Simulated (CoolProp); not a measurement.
Model: reference Helmholtz-energy equation of state, Lemmon 2006, in CoolProp. It is a short technical equation, of lower accuracy than the large ones.

Question: For carbon monoxide, give the phase and the speed of sound (m/s) at 204.6 K and 216 kPa; 204.6 K and 8750 kPa.

Answer: 
- 204.6 K and 216 kPa: gas; speed of sound 291
- 204.6 K and 8750 kPa: supercritical; speed of sound 303
